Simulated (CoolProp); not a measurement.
Ethylbenzene at several states: density (kg/m³) from the reference equation and from simpler models built on Tc = 344.0 °C, pc = 3.622 MPa, ω = 0.304; each cubic takes its own stable root.

The numbers come from the reference Helmholtz-energy equation of state, Zhou 2012 in CoolProp.

| T (°C) | p (MPa) | phase | reference | Redlich-Kwong | Soave-Redlich-Kwong | Peng-Robinson |
|---|---|---|---|---|---|---|
| 174.85 | 0.357 | liquid | 720.5 | 11.16 | 634.3 | 718.6 |
| 120.15 | 14.1 | liquid | 793.8 | 691.0 | 710.3 | 798.3 |
| 165.35 | 1.95 | liquid | 734.0 | 620.1 | 649.4 | 734.5 |
| -29.85 | 0.347 | liquid | 910.3 | 773.4 | 785.6 | 880.8 |

At some of these states Redlich-Kwong gives the other phase, because its saturation line lies elsewhere.
